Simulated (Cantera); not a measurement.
Cantera run:

```python
import numpy as np
import cantera as ct

gas_names = """
    H H2 N NH NH2 NH3 N2 N2H2 N2H4 V VN
""".split()
cond_names = """
    V(cr) V(L) VN(s)
""".split()


# ... load() reads the species with a 1 bar reference pressure and builds the phases ...
atoms = {
    'V': {'V': 1},
    'NH3': {'N': 1, 'H': 3},
    'H2': {'H': 2},
}
top_T = {'VN(s)': 2300}  # K; cautious upper limits of use, not melting points


# ... equilibrate(T, P, feed) seeds the gas with the atoms and calls Mixture.equilibrate('TP', solver="vcs", rtol=1e-11, max_steps=5000) ...
results = []
feed = {'V': 1, 'NH3': 8.4, 'H2': 5.1}  # mol
P = 1800  # Pa
for T in [1850, 2000, 2150, 2300, 2450, 2600, 2750]:
    mix = equilibrate(T, P, feed)
    results.append((T, P, feed, dict(zip(mix.species_names, mix.species_moles))))

top = {s: max(r[3][s] / sum(r[3][g] for g in gas_names) for r in results) for s in gas_names}
cols = sorted((s for s in top if top[s] > 1e-06), key=lambda s: -top[s])[:5]
seen = [c for c in cond_names if any(r[3].get(c, 0) > 1e-12 for r in results)]
print("log10 of partial pressures in bar; condensed amounts in mol")
print(f"{'T/K':>10s}" + "".join(f"{s[:9]:>10s}" for s in cols + seen))
for T, P, feed, n in results:
    ng = sum(n[g] for g in gas_names)
    print(f"{T:10.4g}" + "".join(f"{np.log10(max(n[s] / ng * P / 1e5, 1e-99)):10.3f}" for s in cols)
          + "".join(f"{n.get(c, 0):10.4g}" for c in seen))
```

Result:

```
log10 of partial pressures in bar; condensed amounts in mol
       T/K        H2         H        N2         V         N     V(cr)      V(L)     VN(s)
      1850    -1.829    -4.183    -2.508    -7.244   -11.315         0         0    0.9999
      2000    -1.833    -3.705    -2.509    -5.736   -10.299         0         0    0.9978
      2150    -1.851    -3.301    -2.468    -4.723    -9.404    0.9766         0         0
      2300    -1.871    -2.950    -2.478    -3.958    -8.647         0    0.8608         0
      2450    -1.916    -2.655    -2.503    -3.301    -7.991         0    0.3312         0
      2600    -1.981    -2.407    -2.531    -3.155    -7.413         0         0         0
      2750    -2.077    -2.204    -2.564    -3.188    -6.902         0         0         0
```

Cantera equilibrium calculation (NASA polynomials, part measured and part estimated; ideal gas, pure solids and liquids). VN: taken at fixed stoichiometry. Condensed phases not in the tables: V2N, N, O or C dissolved in the metal.
